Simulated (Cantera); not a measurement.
A freely propagating, adiabatic, planar premixed flame of H2 : O2 : N2 : H2O = 1 : 0.781 : 2.94 : 0.5 (molar parts), equivalence ratio 0.64, unburnt at 473 K and 1.00 atm; mixture-averaged transport, grid criteria slope 0.08 and curve 0.16, no radiation.

Computed with Cantera and the H2/O2 subset of GRI-Mech 3.0, which has no nitrogen chemistry. Burning velocities carry a grid error of a few per cent, more on coarse grids. Lean hydrogen flames are cellular in practice and burn faster than this planar one.

Q: How do the results move with these cheaper or finer settings: unity-Lewis-number transport; multicomponent transport; multicomponent+Soret transport; grid criteria slope 0.5, curve 1; grid criteria slope 0.25, curve 0.5; grid criteria slope 0.03, curve 0.06?

A: 
```tsv
setting	laminar burning velocity	thermal thickness	peak x(OH)	peak x(HO2)	grid points
as above	164 cm/s	0.380 mm	0.00774	0.000430	105
unity-Lewis-number transport	180 cm/s	0.288 mm	0.00938	0.000328	103
multicomponent transport	166 cm/s	0.377 mm	0.00778	0.000431	107
multicomponent+Soret transport	149 cm/s	0.383 mm	0.00743	0.000416	105
grid criteria slope 0.5, curve 1	201 cm/s	0.441 mm	0.00801	0.000424	38
grid criteria slope 0.25, curve 0.5	174 cm/s	0.402 mm	0.00757	0.000416	45
grid criteria slope 0.03, curve 0.06	165 cm/s	0.374 mm	0.00792	0.000437	240
```
Unity Lewis numbers drop preferential diffusion, which matters most where H2 and H carry the flame; Soret adds thermal diffusion.
